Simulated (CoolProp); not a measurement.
Vapour-liquid equilibrium of cyclohexane (1) + toluene (2) at 15.2 bar; x and y are mole fractions of (1).

Values from CoolProp's multi-fluid Helmholtz-energy mixture model, Zhou 2014 and Lemmon 2006; pair parameters Bell 2016.

```tsv
x	bubble temperature (°C)	y at the bubble point	dew temperature at overall composition x (°C)	liquid density (mol/L)
0.05	240.7	0.077	241.7	6.648
0.2	233.1	0.280	236.1	6.677
0.35	226.6	0.449	230.4	6.693
0.5	___	___	224.7	6.700
0.65	216.4	0.724	219.0	6.701
0.8	212.3	___	213.8	6.703
0.95	208.9	0.961	___	6.708
```

What belongs in the gaps?


- 0.5, bubble temperature (°C): 221.1
- 0.5, y at the bubble point: 0.595
- 0.8, y at the bubble point: 0.844
- 0.95, dew temperature at overall composition x (°C): 209.2

No azeotrope shows between x = 0.05 and 0.95.

Pair parameters are fitted to limited data, so mixtures are less certain than the pure fluids.
